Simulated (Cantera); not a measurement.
Ignition delay

Mixture: CH₄ : O₂ : N₂ : H₂O = 1 : 1.82 : 6.84 : 0.63 (molar parts), equivalence ratio 1.1, at 1.00 bar, adiabatic and at constant volume. Ignition delay is the time to a rise of 400 K.

Model: GRI-Mech 3.0 (53 species, 325 reactions), integrated in Cantera.

```
T0 (K)  delay (ms)
------  ----------
1298          14.2
1373          5.58
1448          2.33
1523          1.05
1598         0.508
1673         0.268
1748         0.152
1823        0.0921
1898        0.0587
1973        0.0391
```

```json
{
  "apparent activation energy between 1823 and 1973 K": "170 kJ/mol"
}
```
